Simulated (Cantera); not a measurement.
Feed: 1 mol AlN, 0.6 mol Cl2, 1.5 mol O2, 2.3 mol H2O, held at 1250 °C and 0.470 bar.

These are equilibrium values from Cantera (NASA tables, ideal gas, pure condensed phases), not measurements of a reactor. Candidate condensed phases: Al, AlCl3, AlN, Al2O3, H2O, NH4Cl; 45 gas species. Gases not in the tables: Al(OH)3. Equilibrium is a limit: real reactors are often held back by kinetics, nucleation or transport.

Base state: H2O 0.386, HCl 0.262, O2 0.234, N2 0.112, Cl 0.00411, Cl2 0.00171, NO 0.000544, OH 0.000232 (mole fractions); condensed: Al2O3(s).

What changes in the equilibrium state with this change: AlN replaced by Fe3O4?


| species | before | after |
|---|---|---|
| H2O | 0.386 | 0.389 |
| O2 | 0.234 | 0.347 |
| HCl | 0.262 | 0.254 |
| N2 | 0.112 | 0 |
| FeCl2 | 0 | 0.00306 |
| NO | 0.000544 | 0 |
| FeCl3 | 0 | 0.000273 |
| Al2O3(s), mol | 0.500 | 0 |
| Fe2O3(s), mol | 0 | 1.49 |
Further candidate phases: Fe, FeCl2, FeCl3, FeO, Fe(OH)2, Fe(OH)3, Fe2O3, Fe3O4.
